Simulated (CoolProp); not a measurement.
Saturated liquid density (kg/m³) of R1224YDZ: the reference equation beside estimates from Tc = 428.7 K, pc = 3.334 MPa, ω = 0.325. Rackett uses Z = 0.29056 − 0.08775 ω.

Model: reference Helmholtz-energy equation of state, Akasaka 2023, in CoolProp.

```json
[
 {"T (K)": "209.6", "reference": "1582", "Rackett": "1601", "van der Waals": "916.2", "Redlich-Kwong": "1361", "Soave-Redlich-Kwong": "1399", "Peng-Robinson": "1573"},
 {"T (K)": "213.4", "reference": "1573", "Rackett": "[?]", "van der Waals": "911.7", "Redlich-Kwong": "[?]", "Soave-Redlich-Kwong": "1393", "Peng-Robinson": "1566"},
 {"T (K)": "217.2", "reference": "[?]", "Rackett": "1584", "van der Waals": "907.2", "Redlich-Kwong": "1346", "Soave-Redlich-Kwong": "1387", "Peng-Robinson": "1559"},
 {"T (K)": "221", "reference": "1555", "Rackett": "1575", "van der Waals": "902.6", "Redlich-Kwong": "1339", "Soave-Redlich-Kwong": "1380", "Peng-Robinson": "1553"},
 {"T (K)": "224.8", "reference": "1546", "Rackett": "1566", "van der Waals": "898.0", "Redlich-Kwong": "1331", "Soave-Redlich-Kwong": "1374", "Peng-Robinson": "1546"},
 {"T (K)": "228.6", "reference": "1537", "Rackett": "1557", "van der Waals": "893.3", "Redlich-Kwong": "[?]", "Soave-Redlich-Kwong": "1367", "Peng-Robinson": "1539"},
 {"T (K)": "232.4", "reference": "1528", "Rackett": "1547", "van der Waals": "888.6", "Redlich-Kwong": "1315", "Soave-Redlich-Kwong": "1360", "Peng-Robinson": "1531"},
 {"T (K)": "236.2", "reference": "1518", "Rackett": "1538", "van der Waals": "883.8", "Redlich-Kwong": "1307", "Soave-Redlich-Kwong": "[?]", "Peng-Robinson": "1524"},
 {"T (K)": "240", "reference": "1509", "Rackett": "1529", "van der Waals": "878.9", "Redlich-Kwong": "1299", "Soave-Redlich-Kwong": "1346", "Peng-Robinson": "1516"},
 {"T (K)": "243.8", "reference": "1500", "Rackett": "1520", "van der Waals": "[?]", "Redlich-Kwong": "1291", "Soave-Redlich-Kwong": "1339", "Peng-Robinson": "1509"},
 {"T (K)": "247.6", "reference": "1491", "Rackett": "1510", "van der Waals": "869.0", "Redlich-Kwong": "1282", "Soave-Redlich-Kwong": "1331", "Peng-Robinson": "1501"}
]
```

**Question.** Some entries are withheld; supply them.

**Answer.** 
- 213.4, Rackett: 1592
- 213.4, Redlich-Kwong: 1354
- 217.2, reference: 1564
- 228.6, Redlich-Kwong: 1323
- 236.2, Soave-Redlich-Kwong: 1353
- 243.8, van der Waals: 874.0

Absolute difference from the reference over all 11 rows, mean and median: Rackett 1.3 and 1.3 %, van der Waals 41.9 and 41.9 %, Redlich-Kwong 13.9 and 13.9 %, Soave-Redlich-Kwong 11.1 and 11.1 %, Peng-Robinson 0.4 and 0.4 %.
